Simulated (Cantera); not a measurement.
Feed: 1 mol FeS, 5 mol H2S, 0.18 mol H2O, 1.3 mol SO2, at 278 Torr.

Method: chemical equilibrium by Gibbs-energy minimisation in Cantera with the NASA 1993 tables (ideal gas, pure condensed phases). Candidate condensed phases: Fe, FeO, Fe(OH)2, Fe(OH)3, FeS, FeSO4, FeS2, Fe2O3, Fe2(SO4)3, Fe3O4, H2O, H2SO4, S; 22 gas species. FeS: taken at fixed stoichiometry. Gases not in the tables: S3 to S7. Rates play no part.

Task: Which condensed phases are stable at each of these points (T (K)): 873, 973, 1073, 1173, 1273, 1373, 1473, 1573, 1673, 1773, 1873, 1973?

Result: 
| T (K) | condensed phases | Fe condensed (%) |
|---|---|---|
| 873 | FeS2(s) | 100.0 |
| 973 | FeS(s) | 100.0 |
| 1073 | FeS(s) | 100.0 |
| 1173 | FeS(s) | 100.0 |
| 1273 | FeS(s) | 100.0 |
| 1373 | FeS(s) | 100.0 |
| 1473 | FeS(l) | 100.0 |
| 1573 | FeS(l) | 100.0 |
| 1673 | FeS(l) | 100.0 |
| 1773 | FeS(l) | 100.0 |
| 1873 | FeS(l) | 100.0 |
| 1973 | FeS(l) | 99.9 |

At 873 K the condensed part is FeS2(s). From 973 K to 1373 K the condensed part is FeS(s). From 1473 K to 1973 K the condensed part is FeS(l).
